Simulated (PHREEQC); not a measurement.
Solution (25 °C): 0.21 mol/kgw NH3 and 0.00365 mol/kgw NaAlO2. Closed to the air; pH follows from the charge balance.

Computed with PHREEQC (ion-association model, phreeqc.dat).

```yaml
pH: 11.28
ionic_strength: 0.00573 mol/kgw
total_alkalinity: 225 meq/kg
```

```
species   molality  activity   log γ
--------  --------  --------  ------
NH3          0.208     0.208   0.001
Al(OH)4-   0.00365   0.00337  -0.035
Na+        0.00365   0.00337  -0.035
OH-        0.00209   0.00192  -0.036
NH4+       0.00209   0.00192  -0.036
Al(OH)3    9.41e-9   9.42e-9   0.001
```

Precipitation was switched off in this run. Examples of supersaturated solids here: Gibbsite (slow to form). Others may be too.
